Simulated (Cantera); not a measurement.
Standard-state values (1 bar) from the NASA 1993 polynomials, evaluated with Cantera. Values are per mole of reaction as written; species without (g) are pure solids or liquids, kept so even where they would boil at 1 bar.

2 C + O₂(g) ⇌ 2 CO(g)

```
T (K)  ΔH° (kJ)  ΔS° (J/K)  ΔG° (kJ)  log10 K
-----  --------  ---------  --------  -------
675           …          …         …        …
775      -221.6      179.3    -360.5    24.30
875      -222.6      178.1    -378.4    22.59
975      -223.7      176.9    -396.2    21.22
1075     -224.9      175.7    -413.8    20.11
1175     -226.1      174.6    -431.3    19.17
1275     -227.4      173.6    -448.7    18.38
1375          …          …         …        …
1475     -230.1      171.6    -483.2    17.11
1575     -231.5      170.7    -500.3    16.59
```

Task: Complete the blanks.

Result: 
- 675, ΔH° (kJ): -220.8
- 675, ΔS° (J/K): 180.4
- 675, ΔG° (kJ): -342.6
- 675, log10 K: 26.51
- 1375, ΔH° (kJ): -228.7
- 1375, ΔS° (J/K): 172.6
- 1375, ΔG° (kJ): -466.0
- 1375, log10 K: 17.70
